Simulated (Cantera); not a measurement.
Cantera run:

```python
import numpy as np
import cantera as ct

gas_names = """
    B BH BH2 BH3 BO BO2 B2 B2O B2O2 B2O3 B3O3H3 H HBO HBO2 HO2 H2 H2O H2O2 H3B3O6 O OH O2 O3
""".split()
cond_names = """
    B(b) B(L) B2O3(L) B3O3H3(cr) H2O(s) H2O(L)
""".split()


def load(file, names, dense=False):
    # The tables refer to 1 bar. Condensed volumes are neglected.
    table = {s.name: s for s in ct.Species.list_from_file(file)}
    out = []
    for n in names:
        d = dict(table[n].input_data)
        d["thermo"] = dict(d["thermo"], **{"reference-pressure": 1e5})
        if dense:
            d["equation-of-state"] = {"model": "constant-volume", "density": "1e6 g/cm^3"}
        out.append(ct.Species.from_dict(d))
    return out


gas = ct.Solution(thermo="ideal-gas", species=load("nasa_gas.yaml", gas_names))
cond = {s.name: ct.Solution(thermo="fixed-stoichiometry", species=[s], name=s.name)
        for s in load("nasa_condensed.yaml", cond_names, dense=True)}
atoms = {
    'B2H6': {'B': 2, 'H': 6},
    'O2': {'O': 2},
    'H2': {'H': 2},
}
top_T = {}  # K; cautious upper limits of use, not melting points


def equilibrate(T, P, feed):
    n = {}
    for name, mol in feed.items():
        for a, k in atoms[name].items():
            n[a] = n.get(a, 0.0) + k * mol
    gas.TPX = T, P, n
    mass = sum(n.values()) * gas.mean_molecular_weight
    gas.equilibrate("TP")
    valid = [c for c in cond.values() if c.min_temp <= T <= top_T.get(c.name, c.max_temp)]
    mix = ct.Mixture([(gas, mass / gas.mean_molecular_weight)] + [(c, 0.0) for c in valid])
    mix.T, mix.P = T, P
    mix.equilibrate("TP", solver="vcs", rtol=1e-11, max_steps=5000)
    return mix


results = []
feed = {'B2H6': 1, 'O2': 6.7, 'H2': 1.9}  # mol
T = 1623.15  # K
P = 1333.22  # Pa
mix = equilibrate(T, P, feed)
results.append((T, P, feed, dict(zip(mix.species_names, mix.species_moles))))
print(gas.report(threshold=0.001))
for i in range(1, mix.n_phases):
    print(f"{mix.phase(i).name:16s} {mix.phase_moles(i):12.5e} mol")
```

Result:

```
       temperature   1623.2 K
          pressure   1333.2 Pa
           density   0.0028064 kg/m^3
  mean mol. weight   28.408 kg/kmol
   phase of matter   gas

                          1 kg             1 kmol
                     ---------------   ---------------
          enthalpy       -6.3268e+06       -1.7973e+08  J
   internal energy       -6.8018e+06       -1.9323e+08  J
           entropy             11306        3.2118e+05  J/K
    Gibbs function       -2.4678e+07       -7.0106e+08  J
 heat capacity c_p            1786.6             50755  J/K
 heat capacity c_v            1493.9             42440  J/K

                      mass frac. Y      mole frac. X     chem. pot. / RT
                     ---------------   ---------------   ---------------
              B2O3          0.013075         0.0053354           -114.35
              HBO2            0.3385           0.21947           -81.984
               H2O           0.28889           0.45556           -49.616
                OH        0.00087837         0.0014672           -33.185
                O2           0.35719           0.31712           -33.509
     [  +18 minor]         0.0014659          0.001047

B(b)              0.00000e+00 mol
B2O3(L)           0.00000e+00 mol
B3O3H3(cr)        0.00000e+00 mol
```

These are equilibrium values from Cantera (NASA tables, ideal gas, pure condensed phases), not measurements of a reactor. The feed counts by its element totals alone. Gases not in the tables: H3BO3.
